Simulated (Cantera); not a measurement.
Input: 1 mol Si₂Cl₆, 200 mol N₂, held at 1098 K and 0.120 bar.

Method: chemical equilibrium by Gibbs-energy minimisation in Cantera with the NASA 1993 tables (ideal gas, pure condensed phases). Candidate condensed phases: Si, Si₃N₄; 13 gas species. The feed counts by its element totals alone. N₂ is the only nitrogen source here; it is nearly inert below about 1500 K, so the nitride shown seldom forms there in practice. The tables' values for SiCl₃ are old estimates; treat these amounts as uncertain. Equilibrium is a limit: real reactors are often held back by kinetics, nucleation or transport.

Base state: N₂ 0.993, SiCl₄ 0.00743, SiCl₃ 3.31e-5 (mole fractions); condensed: Si₃N₄(s).

### Question
What changes in the equilibrium state with this change: temperature from 1098 K to 1623.15 K?

### Answer
```json
[
 {"species": "N₂", "before": "0.993", "after": "0.990"},
 {"species": "SiCl₂", "before": "2.07e-6", "after": "0.00385"},
 {"species": "SiCl₄", "before": "0.00743", "after": "0.00361"},
 {"species": "Cl", "before": "3.30e-8", "after": "0.000240"},
 {"species": "SiCl₃", "before": "3.31e-5", "after": "0.00244"},
 {"species": "Si₃N₄(s), mol", "before": "0.166", "after": "0"}
]
```
